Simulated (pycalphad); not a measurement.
# Effect of Mn content in Al-Mn-Si

Source of the numbers: pycalphad with the COST 507 light-alloy database (1999); pressure 1 atm. The database dates from 1999; later assessments differ in places, in temperatures and in the compounds included. Amounts are mole fractions of atoms.

```tsv
alloy	liquidus (K)	first solid	solidus (K)	phases at 950 K
Al-0.19Mn-0.21Si (at.%)	932	fcc	920	liquid 1.00
Al-0.28Mn-0.21Si (at.%)	931	fcc	920	liquid 1.00
Al-0.37Mn-0.21Si (at.%)	931	fcc	920	liquid 1.00
Al-0.74Mn-0.21Si (at.%)	930	fcc	925	liquid 1.00
```
